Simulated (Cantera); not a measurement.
**Ammonia decomposition in nitride growth gas**

An isothermal, constant-pressure homogeneous reactor starts with 74.1 % NH3, 25.9 % N2, at 2025 K and 100.0 Torr.

Cantera simulation using the gas-phase N/H chemistry of the illustrative SiF4/NH3 mechanism in the Surface Chemkin manual (1991); the numbers are that mechanism's predictions, not measurements. Walls and surfaces, which speed up NH3 decomposition in real reactors, are not modelled.

| t (s) | x NH3 | x NH2 | x NH | x N2H2 | x H2 | x N2 |
|---|---|---|---|---|---|---|
| 5.00e-5 | 0.741 | 0.000136 | 1.05e-7 | 3.37e-8 | 6.81e-5 | 0.259 |
| 0.000146 | 0.740 | 0.000394 | 1.11e-6 | 3.80e-7 | 0.000208 | 0.259 |
| 0.000429 | 0.739 | 0.00102 | 5.61e-6 | 3.14e-6 | 0.000808 | 0.259 |
| 0.00126 | 0.735 | 0.00148 | 1.02e-5 | 7.27e-6 | 0.00417 | 0.260 |
| 0.00368 | 0.722 | 0.00144 | 1.17e-5 | 7.26e-6 | 0.0155 | 0.261 |
| 0.0108 | 0.685 | 0.00131 | 1.39e-5 | 6.65e-6 | 0.0470 | 0.267 |
| 0.0316 | 0.592 | 0.00111 | 1.61e-5 | 5.28e-6 | 0.128 | 0.279 |
| 0.0926 | 0.400 | 0.000826 | 1.61e-5 | 3.04e-6 | 0.293 | 0.306 |
| 0.271 | 0.156 | 0.000433 | 1.25e-5 | 9.40e-7 | 0.503 | 0.340 |
| 0.795 | 0.0164 | 9.62e-5 | 6.13e-6 | 7.56e-8 | 0.623 | 0.359 |
| 2.33 | 8.71e-5 | 1.69e-6 | 3.62e-7 | 5.47e-11 | 0.635 | 0.361 |
| 6.83 | 1.39e-5 | 2.72e-7 | 5.84e-8 | 1.52e-12 | 0.635 | 0.361 |
| 20.0 | 4.06e-6 | 7.94e-8 | 1.70e-8 | <1e-12 | 0.635 | 0.361 |
x: mole fraction; the columns are a selection and need not sum to one.

Equilibrium at this temperature and pressure: NH3 7.79e-7, NH2 1.52e-8, NH 3.27e-9, N2H2 <1e-12, H2 0.635, N2 0.361 (gas phase only).
